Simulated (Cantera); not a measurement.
An isothermal, constant-pressure homogeneous reactor starts with 7.69 % CH4, 92.3 % N2, at 1875 K and 101000 Pa.

Model: GRI-Mech 3.0 (53 species, 325 reactions), integrated in Cantera. GRI-Mech 3.0 stops at C3 and has no aromatics, soot or wall deposition, so with more carbon than oxygen in the feed, carbon stays in small species such as C2H2 where larger ones or solid carbon would form.

Task: Predict: x(CH4) at 4.00 s; x(HCN) at 4.00 s; x(H2) at 4.00 s; x(H) at 4.00 s; x(C2H) at 4.00 s; x(CH2) at 4.00 s.

Result: 
| Quantity | Value |
|---|---|
| x(CH4) at 4.00 s | 0.000223 (gas-phase equilibrium 0.000111) |
| x(HCN) at 4.00 s | 7.69e-5 (gas-phase equilibrium 0.0542) |
| x(H2) at 4.00 s | 0.107 (gas-phase equilibrium 0.107) |
| x(H) at 4.00 s | 0.000214 (gas-phase equilibrium 0.000214) |
| x(C2H) at 4.00 s | 8.46e-7 (gas-phase equilibrium 2.03e-7) |
| x(CH2) at 4.00 s | 2.14e-8 (gas-phase equilibrium 1.06e-8) |
